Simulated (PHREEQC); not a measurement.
A solution holds 0.001 mol CdCl2, 6.8e-05 mol NaCl and 0.27 mol HCl per kg of water, at 15 °C. Closed to the air; pH follows from the charge balance.

All values are PHREEQC results (ion-association model, phreeqc.dat), not measurements.

```tsv
quantity	before	after
pH	0.67	0.00
CdCl+ (mol/kgw)	0.000573	0.000223
CdCl2 (mol/kgw)	0.000302	0.000456
Cd+2 (mol/kgw)	8.13e-5	4.72e-6
CdCl3- (mol/kgw)	4.42e-5	0.000317
SI of Halite (NaCl)	-6.59	-5.94
```

**Question.** What was changed between the two runs?
A) temperature from 15 to 80 °C
B) HCl from 0.27 to 1.35 mol/kgw
C) NaCl from 6.8e-05 to 1.36e-05 mol/kgw
D) CdCl2 from 0.001 to 0.0005 mol/kgw
E) temperature from 15 to 5 °C

**Answer.** B, HCl from 0.27 to 1.35 mol/kgw

This is a speciation only: nothing precipitates in the calculation. The ionic strength passes 0.7 mol/kgw, the rough limit of the ion-association models, in after.
